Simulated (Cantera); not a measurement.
A closed system holds: 1 mol MgO, 4.7 mol Cl2, 15 mol O2, equilibrated at 7.50 Torr.

Method: chemical equilibrium by Gibbs-energy minimisation in Cantera with the NASA 1993 tables (ideal gas, pure condensed phases). Candidate condensed phases: Mg, MgCl2, MgO; 11 gas species. The numbers say what is thermodynamically allowed, not how fast it happens.

Task: At 800 K, list the 3 most abundant gas species with their mole fractions, and the condensed phases.

Result: O2 0.761, Cl2 0.239, Cl 4.57e-5. Condensed: MgO(s).
